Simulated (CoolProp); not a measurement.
The fluid at 298.15 K and 0.398 MPa is compressed adiabatically to 1.01 MPa with isentropic efficiency 0.9. The same conditions are run with several fluids, on thermodynamics alone (safety and materials aside).

Values from CoolProp's reference Helmholtz-energy equation of state of each fluid (CH3F (R41): Lemmon 2006; ethane: Bücker 2006; hydrogen chloride: Thol 2018; CF4 (R14): Platzer 1990; carbonyl sulfide: Lemmon 2006). The equations of Platzer and Polt are older, rougher fits.

| fluid | work (kJ/kg) | final temperature (K) | final density (kg/m³) |
|---|---|---|---|
| CH3F (R41) | 80.4 | 370.9 | 11.6 |
| ethane | 88.4 | 349.7 | 11.0 |
| hydrogen chloride | [?] | [?] | 11.4 |
| CF4 (R14) | 30.5 | 342.3 | [?] |
| carbonyl sulfide | [?] | [?] | 21.3 |

Problem. Complete the blanks.

Solution. 
- hydrogen chloride, work (kJ/kg): 78.6
- hydrogen chloride, final temperature (K): 398.7
- CF4 (R14), final density (kg/m³): 31.9
- carbonyl sulfide, work (kJ/kg): 44.4
- carbonyl sulfide, final temperature (K): 365.6
